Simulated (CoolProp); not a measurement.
The fluid at 352.2 K and 10.1 MPa (liquid) is heated at constant pressure to 446.6 K. The same conditions are run with several fluids, on thermodynamics alone (safety and materials aside).

Model: reference Helmholtz-energy equation of state of each fluid (p-xylene: Zhou 2012; ethanol: Schroeder 2014; propylene glycol: Eisenbach 2021; n-nonane: Lemmon 2006; R1224YDZ: Akasaka 2023), in CoolProp.

```
fluid             heat (kJ/kg)    final phase  final density (kg/m³)
----------------  ------------  -------------  ---------------------
p-xylene                   193         liquid                    736
ethanol                    322         liquid                    637
propylene glycol           286         liquid                    917
n-nonane                   245         liquid                    609
R1224YDZ                   125  supercritical                    935
```
